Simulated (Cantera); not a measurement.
**Thermodynamics of iron carbonyl, mercury and lead vapours, feed Fe(CO)5 + H2**

Feed: 1 mol Fe(CO)5, 0.25 mol H2, equilibrated at 975 K.

These are equilibrium values from Cantera (NASA tables, ideal gas, pure condensed phases), not measurements of a reactor. Candidate condensed phases: C, C6H6, C7H8, C8H18, Fe, Fe(CO)5, FeO, Fe(OH)2, Fe(OH)3, Fe2O3, Fe3O4, H2O; 114 gas species. The tables' stoichiometric FeO is somewhat more stable than real wüstite, so its field is too wide. FeO: taken at fixed stoichiometry. Condensed phases not in the tables: cementite and carbon dissolved in iron. Equilibrium is a limit: real reactors are often held back by kinetics, nucleation or transport.

```tsv
P (Pa)	log p CO	log p CO2	log p H2	log p H2O	log p CH4	log p HCOOH	n Fe(α)	n C(graphite)	n FeO(s)
10	-4.02	-8.06	-5.32	-9.56	-11.55	<-16	1.00	0	0
36	-3.47	-6.95	-4.77	-8.45	-10.43	<-15	1.00	0.00170	0
130	-2.91	-5.83	-4.21	-7.34	-9.32	<-14	1.00	0.00611	0
460	-2.36	-4.74	-3.66	-6.24	-8.22	<-14	1.00	0.0214	0
1700	-1.80	-3.61	-3.09	-5.11	-7.08	-12.81	1.00	0.0766	0
6000	-1.27	-2.55	-2.54	-4.02	-5.98	-11.20	1.00	0.243	0
22000	-0.75	-1.52	-1.97	-2.94	-4.83	-9.60	1.00	0.657	0
77000	-0.31	-0.65	-1.34	-1.88	-3.58	-8.10	0	2.01	1.00
280000	0.08	0.13	-0.84	-0.99	-2.59	-6.82	0	2.46	1.00
1000000	0.41	0.81	-0.42	-0.23	-1.75	-5.72	0	2.75	1.00
```
log p: log10 of the partial pressure in bar; n: condensed amount in mol.

At 10.0 Pa the condensed part is Fe(α). From 36.0 Pa to 0.220 bar the condensed part is C(graphite) + Fe(α). From 0.770 bar to 10.0 bar the condensed part is C(graphite) + FeO(s).
